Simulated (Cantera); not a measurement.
Input: 1 mol (CH3)2SiCl2, 0.19 mol C3H8, 400 mol H2, held at 2025 K and 0.100 bar.

These are equilibrium values from Cantera (NASA tables, ideal gas, pure condensed phases), not measurements of a reactor. The feed counts by its element totals alone. Equilibrium is a limit: real reactors are often held back by kinetics, nucleation or transport.

```
species             before     after
----------------  --------  --------
H2                   0.988     0.995
HCl                0.00490   0.00494
CH4                3.88e-5  0.000228
H                  0.00605   7.30e-5
C2H2 (acetylene)  0.000894   1.18e-5
Si                 3.50e-5   1.44e-9
Cl                 2.23e-5   2.91e-7
C(graphite), mol     0.847      1.47
SiC(s), mol          0.976     1.000
```
Gas species are given as mole fractions.

### Question
What was changed between the two runs?
A) pressure from 0.100 bar to 0.0130 bar
B) temperature from 2025 K to 1800 K
C) pressure from 0.100 bar to 1.00 bar
D) temperature from 2025 K to 1523.15 K

### Answer
D, temperature from 2025 K to 1523.15 K
